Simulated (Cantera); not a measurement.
Feed: 1 mol MgO, 0.17 mol H2O, 0.14 mol N2, a varied amount of Br2, at 802 °C and 0.520 bar.

Equilibrium computed with Cantera from the NASA thermochemical tables; the gas is ideal and each condensed phase is pure. Candidate condensed phases: Br2, H2O, Mg, MgBr2, MgO, Mg(OH)2; 36 gas species. Kinetics and transport are ignored.

Question: At 0.9 mol Br2, list the 6 most abundant gas species with their mole fractions, and the condensed phases.

Answer: Br2 0.710, H2O 0.124, N2 0.114, HBr 0.0297, Br 0.0153, O2 0.00744. Condensed: MgO(s).
